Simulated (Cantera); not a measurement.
Input (Python, Cantera) and output of one run.

```python
import numpy as np
import cantera as ct

gas_names = [...]  # 110 gases of nasa_gas.yaml made of C, H, O
cond_names = """
    C(gr) C6H6(L) C7H8(L) C8H18(L),n-octa H2O(s) H2O(L)
""".split()


# ... load() reads the species with a 1 bar reference pressure and builds the phases ...
atoms = {
    'C3H8': {'C': 3, 'H': 8},
    'CO2': {'C': 1, 'O': 2},
}
top_T = {'C(gr)': 4500}  # K; cautious upper limits of use, not melting points


# ... equilibrate(T, P, feed) seeds the gas with the atoms and calls Mixture.equilibrate('TP', solver="vcs", rtol=1e-11, max_steps=5000) ...
results = []
feed = {'C3H8': 1, 'CO2': 5.3}  # mol
P = 1300  # Pa
for T in [1225, 1425, 1625, 1825, 2025, 2225, 2425, 2625, 2825]:
    mix = equilibrate(T, P, feed)
    results.append((T, P, feed, dict(zip(mix.species_names, mix.species_moles))))

top = {s: max(r[3][s] / sum(r[3][g] for g in gas_names) for r in results) for s in gas_names}
cols = sorted((s for s in top if top[s] > 0.001), key=lambda s: -top[s])[:9]
seen = [c for c in cond_names if any(r[3].get(c, 0) > 1e-12 for r in results)]
print("log10 of partial pressures in bar; condensed amounts in mol")
print(f"{'T/K':>10s}" + "".join(f"{s[:9]:>10s}" for s in cols + seen))
for T, P, feed, n in results:
    ng = sum(n[g] for g in gas_names)
    print(f"{T:10.4g}" + "".join(f"{np.log10(max(n[s] / ng * P / 1e5, 1e-99)):10.3f}" for s in cols)
          + "".join(f"{n.get(c, 0):10.4g}" for c in seen))
```

Result:

```
log10 of partial pressures in bar; condensed amounts in mol
       T/K        CO        H2         H       H2O       CO2         O        OH        O2
      1225    -2.136    -2.486    -7.749    -3.016    -2.833   -15.581   -10.320   -16.410
      1425    -2.124    -2.514    -6.423    -2.932    -2.899   -12.457    -8.501   -13.198
      1625    -2.116    -2.536    -5.420    -2.881    -2.953   -10.108    -7.140   -10.794
      1825    -2.110    -2.554    -4.633    -2.848    -2.997    -8.276    -6.082    -8.925
      2025    -2.107    -2.573    -4.002    -2.828    -3.032    -6.806    -5.238    -7.427
      2225    -2.109    -2.603    -3.490    -2.825    -3.061    -5.598    -4.551    -6.196
      2425    -2.118    -2.657    -3.076    -2.856    -3.094    -4.592    -3.997    -5.175
      2625    -2.137    -2.753    -2.749    -2.980    -3.180    -3.786    -3.600    -4.404
      2825    -2.170    -2.913    -2.506    -3.313    -3.416    -3.243    -3.447    -4.040
```

These are equilibrium values from Cantera (NASA tables, ideal gas, pure condensed phases), not measurements of a reactor.
